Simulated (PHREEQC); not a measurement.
Consider water at 25 °C with 0.014 mol NH4F, 0.0063 mol NaF, 0.00088 mol (NH4)2SiF6 and 0.3 mol H3PO4 per kg of water. Closed to the air; pH follows from the charge balance.

All values are PHREEQC results (ion-association model, phreeqc.dat), not measurements.

Problem. The ionic strength comes out as 0.0631 mol/kgw. What activity coefficients do NH4+, Na+, H+, F-, SiF6-2 get?

Solution. NH4+ 0.78, Na+ 0.81, H+ 0.84, F- 0.80, SiF6-2 0.43.

No solid was allowed to form. Species that the database lacks are ignored. SiF6-2 is the database's only silicon fluoride.
